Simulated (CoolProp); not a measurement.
Model: reference Helmholtz-energy equation of state, Leachman 2009, in CoolProp.

### Question
Give the vapour pressure (bar), liquid density (kg/m³), enthalpy of vaporisation (kJ/kg), liquid cp (kJ/(kg K)) of saturated normal hydrogen at -244.15, -241.95, -240.95 °C.

### Answer
```
T (°C)   p (bar)  liquid density (kg/m³)  enthalpy of vaporisation (kJ/kg)  liquid cp (kJ/(kg K))
-------  -------  ----------------------  --------------------------------  ---------------------
-244.15     6.82                    57.1                               332                   20.8
-241.95     9.71                    50.6                               252                   36.5
-240.95     11.3                    46.0                               191                   68.3
```
